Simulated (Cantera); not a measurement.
Input (Python, Cantera) and output of one run.

```python
import numpy as np
import cantera as ct

gas_names = """
    H H2 Si SiH SiH2 SiH3 SiH4 Si2 Si3
""".split()
cond_names = """
    Si(cr) Si(L)
""".split()


# ... load() reads the species with a 1 bar reference pressure and builds the phases ...
atoms = {
    'Si2H6': {'Si': 2, 'H': 6},
    'H2': {'H': 2},
}
top_T = {}  # K; cautious upper limits of use, not melting points


# ... equilibrate(T, P, feed) seeds the gas with the atoms and calls Mixture.equilibrate('TP', solver="vcs", rtol=1e-11, max_steps=5000) ...
results = []
feed = {'Si2H6': 1, 'H2': 6.1}  # mol
P = 1333.22  # Pa
for T in [923, 998, 1073, 1148, 1223, 1298, 1373, 1448, 1523, 1598, 1673, 1748, 1823]:
    mix = equilibrate(T, P, feed)
    results.append((T, P, feed, dict(zip(mix.species_names, mix.species_moles))))

top = {s: max(r[3][s] / sum(r[3][g] for g in gas_names) for r in results) for s in gas_names}
cols = sorted((s for s in top if top[s] > 0.0001), key=lambda s: -top[s])[:7]
seen = [c for c in cond_names if any(r[3].get(c, 0) > 1e-12 for r in results)]
print("log10 of partial pressures in bar; condensed amounts in mol")
print(f"{'T/K':>10s}" + "".join(f"{s[:9]:>10s}" for s in cols + seen))
for T, P, feed, n in results:
    ng = sum(n[g] for g in gas_names)
    print(f"{T:10.4g}" + "".join(f"{np.log10(max(n[s] / ng * P / 1e5, 1e-99)):10.3f}" for s in cols)
          + "".join(f"{n.get(c, 0):10.4g}" for c in seen))
```

Output:

```
log10 of partial pressures in bar; condensed amounts in mol
       T/K        H2         H        Si    Si(cr)     Si(L)
       923    -1.875   -10.549   -17.703         2         0
       998    -1.875    -9.605   -15.798         2         0
      1073    -1.875    -8.791   -14.161         2         0
      1148    -1.875    -8.082   -12.739         2         0
      1223    -1.875    -7.459   -11.492         2         0
      1298    -1.875    -6.908   -10.391         2         0
      1373    -1.875    -6.415    -9.411         2         0
      1448    -1.875    -5.973    -8.534         2         0
      1523    -1.875    -5.574    -7.744         2         0
      1598    -1.875    -5.212    -7.029         2         0
      1673    -1.876    -4.881    -6.379         2         0
      1748    -1.876    -4.579    -5.837         0     1.999
      1823    -1.877    -4.302    -5.355         0     1.996
```

Equilibrium computed with Cantera from the NASA thermochemical tables; the gas is ideal and each condensed phase is pure. The feed counts by its element totals alone. Gases not in the tables: Si2H6 and higher silanes.
